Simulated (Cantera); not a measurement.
A Cantera script and what it prints.

```python
import numpy as np
import cantera as ct

gas_names = [...]  # 45 gases of nasa_gas.yaml made of Al, Cl, H, N, O
cond_names = """
    AL(cr) AL(L) ALCL3(s) ALCL3(L) ALN(s) AL2O3(a) AL2O3(L) H2O(s) H2O(L) NH4CL(a) NH4CL(b)
""".split()


# ... load() reads the species with a 1 bar reference pressure and builds the phases ...
atoms = {
    'AlCl3': {'AL': 1, 'CL': 3},
    'H2O': {'H': 2, 'O': 1},
    'N2': {'N': 2},
}
top_T = {'ALN(s)': 2750}  # K; cautious upper limits of use, not melting points


# ... equilibrate(T, P, feed) seeds the gas with the atoms and calls Mixture.equilibrate('TP', solver="vcs", rtol=1e-11, max_steps=5000) ...
results = []
feed = {'AlCl3': 1, 'H2O': 25, 'N2': 17}  # mol
P = 2500  # Pa
for T in [900, 1000, 1100, 1200, 1300, 1400, 1500, 1600, 1700, 1800, 1900, 2000, 2100]:
    mix = equilibrate(T, P, feed)
    results.append((T, P, feed, dict(zip(mix.species_names, mix.species_moles))))

top = {s: max(r[3][s] / sum(r[3][g] for g in gas_names) for r in results) for s in gas_names}
cols = sorted((s for s in top if top[s] > 1e-05), key=lambda s: -top[s])[:8]
seen = [c for c in cond_names if any(r[3].get(c, 0) > 1e-12 for r in results)]
print("log10 of partial pressures in bar; condensed amounts in mol")
print(f"{'T/K':>10s}" + "".join(f"{s[:9]:>10s}" for s in cols + seen))
for T, P, feed, n in results:
    ng = sum(n[g] for g in gas_names)
    print(f"{T:10.4g}" + "".join(f"{np.log10(max(n[s] / ng * P / 1e5, 1e-99)):10.3f}" for s in cols)
          + "".join(f"{n.get(c, 0):10.4g}" for c in seen))
```

Output:

```
log10 of partial pressures in bar; condensed amounts in mol
       T/K       H2O        N2       HCL        H2        OH        O2        CL         H  AL2O3(a)
       900    -1.869    -2.010    -2.763    -8.423   -10.618    -9.883    -8.495   -14.144       0.5
      1000    -1.869    -2.010    -2.763    -7.651    -9.343    -8.554    -7.613   -12.470       0.5
      1100    -1.869    -2.010    -2.763    -6.933    -8.341    -7.632    -6.932   -11.054       0.5
      1200    -1.869    -2.010    -2.764    -6.308    -7.518    -6.916    -6.376    -9.859       0.5
      1300    -1.870    -2.010    -2.764    -5.768    -6.826    -6.327    -5.910    -8.840       0.5
      1400    -1.870    -2.010    -2.764    -5.300    -6.234    -5.830    -5.512    -7.963       0.5
      1500    -1.870    -2.010    -2.765    -4.892    -5.723    -5.403    -5.168    -7.200       0.5
      1600    -1.871    -2.010    -2.767    -4.533    -5.276    -5.033    -4.867    -6.531       0.5
      1700    -1.872    -2.011    -2.770    -4.215    -4.883    -4.708    -4.604    -5.939       0.5
      1800    -1.874    -2.012    -2.776    -3.933    -4.534    -4.421    -4.372    -5.412       0.5
      1900    -1.879    -2.013    -2.784    -3.681    -4.224    -4.166    -4.166    -4.941       0.5
      2000    -1.886    -2.015    -2.795    -3.456    -3.947    -3.940    -3.984    -4.517    0.4999
      2100    -1.898    -2.018    -2.811    -3.256    -3.700    -3.738    -3.823    -4.134    0.4998
```

Method: chemical equilibrium by Gibbs-energy minimisation in Cantera with the NASA 1993 tables (ideal gas, pure condensed phases). Condensed phases not in the tables: AlOCl. Gases not in the tables: Al(OH)3.
